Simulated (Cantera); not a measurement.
# Stirred combustor or abatement burner

A perfectly stirred reactor is fed with 6.52 % CH4, 11.9 % O2, 75.6 % N2, 6.00 % CO2, at 1.00 atm; it is adiabatic with a 800 K inlet, and is followed from long to short residence time, starting on the burning branch (τ in s: 0.03, 0.016, 0.0084, 0.0045, 0.0024, 0.0013, 0.00067, 0.00035, 0.00019, 0.0001, 5.3e-05, 2.8e-05).

Detailed kinetics in Cantera: GRI-Mech 3.0 (53 species, 325 reactions).

```tsv
τ (s)	T (K)	x CH4	x O2	x HCN	x N2O	x H	x NO2	x CO
0.030	1934	1.68e-5	0.00221	1.09e-6	5.46e-8	0.001000	1.28e-8	0.0222
0.016	1918	2.48e-5	0.00303	1.26e-6	6.09e-8	0.00131	1.28e-8	0.0234
0.0084	1897	3.79e-5	0.00405	1.44e-6	6.59e-8	0.00174	1.21e-8	0.0248
0.0045	1874	5.86e-5	0.00522	1.62e-6	6.92e-8	0.00227	1.09e-8	0.0265
0.0024	1847	9.37e-5	0.00657	1.84e-6	7.11e-8	0.00291	9.30e-9	0.0282
0.0013	1818	0.000154	0.00809	2.12e-6	7.17e-8	0.00362	7.68e-9	0.0301
0.00067	1784	0.000278	0.0101	2.62e-6	7.10e-8	0.00434	6.03e-9	0.0324
0.00035	1747	0.000551	0.0128	3.53e-6	6.82e-8	0.00474	4.62e-9	0.0352
0.00019	1690	0.00148	0.0185	5.61e-6	5.86e-8	0.00388	3.43e-9	0.0397
0.00010	800	0.0652	0.119	<1e-12	<1e-12	<1e-12	<1e-12	<1e-12
5.3e-5	800	0.0652	0.119	<1e-12	<1e-12	<1e-12	<1e-12	<1e-12
2.8e-5	800	0.0652	0.119	<1e-12	<1e-12	<1e-12	<1e-12	<1e-12
```
x: mole fraction; the columns are a selection and need not sum to one.
